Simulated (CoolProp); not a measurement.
The fluid at 298.15 K and 2.68 MPa is throttled through a valve to 1.7 MPa with no heat exchange. The same conditions are run with several fluids, on thermodynamics alone (safety and materials aside).

The numbers come from the reference Helmholtz-energy equation of state of each fluid (tetrahydrofuran: Fiedler 2023; n-nonane: Lemmon 2006; n-perfluorohexane: Gao 2022; n-heptane: Span 2003; n-decane: Lemmon 2006) in CoolProp.

| fluid | temperature change (K) | final density (kg/m³) |
|---|---|---|
| tetrahydrofuran | +0.4 | 883 |
| n-nonane | +0.4 | (withheld) |
| n-perfluorohexane | +0.3 | 1680 |
| n-heptane | +0.4 | (withheld) |
| n-decane | +0.4 | (withheld) |

Some entries are withheld; supply them.


- n-nonane, final density (kg/m³): 715
- n-heptane, final density (kg/m³): 681
- n-decane, final density (kg/m³): 727
